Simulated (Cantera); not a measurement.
A closed system holds: 1 mol CH3Cl, 0.049 mol HCl.

Method: chemical equilibrium by Gibbs-energy minimisation in Cantera with the NASA 1993 tables (ideal gas, pure condensed phases). Candidate condensed phases: C, C6H6, C7H8, C8H18; 91 gas species. The numbers say what is thermodynamically allowed, not how fast it happens.

Problem. What condenses at these points (T in K, P in Pa): (3400, 13); (3475, 28000); (3425, 100000); (3275, 13); (3400, 28000)?

Solution. 
| T (K) | P in Pa | condensed phases | C condensed (%) |
|---|---|---|---|
| 3400 | 13 | gas only | 0.0 |
| 3475 | 28000 | gas only | 0.0 |
| 3425 | 100000 | C | 45.8 |
| 3275 | 13 | gas only | 0.0 |
| 3400 | 28000 | C | 10.5 |
